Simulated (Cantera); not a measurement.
An adiabatic, constant-pressure homogeneous reactor starts with H2 : O2 : N2 = 1 : 0.208 : 0.958 (molar parts), equivalence ratio 2.4, at 975 K and 15000 Torr.

Detailed kinetics in Cantera: GRI-Mech 3.0 (53 species, 325 reactions). The hydrogen kinetics of GRI-Mech 3.0 are dated; newer H2 mechanisms differ, most at raised pressure. The pressure lies above the range GRI-Mech 3.0 was tuned for (to about 10 atm).

Q: Predict: time of steepest temperature rise; temperature at 0.100 s; equilibrium temperature; x(H2) at 0.100 s; x(O2) at 0.100 s; x(NO) at 0.100 s; x(HO2) at 0.100 s; x(N2O) at 0.100 s.

A: 
- time of steepest temperature rise = 8.09 ms
- temperature at 0.100 s = 2374 K
- equilibrium temperature = 2374 K
- x(H2) at 0.100 s = 0.297 (gas-phase equilibrium 0.297)
- x(O2) at 0.100 s = 2.53e-7 (gas-phase equilibrium 2.53e-7)
- x(NO) at 0.100 s = 1.58e-5 (gas-phase equilibrium 1.58e-5)
- x(HO2) at 0.100 s = 1.13e-9 (gas-phase equilibrium 1.13e-9)
- x(N2O) at 0.100 s = 3.09e-9 (gas-phase equilibrium 3.09e-9)
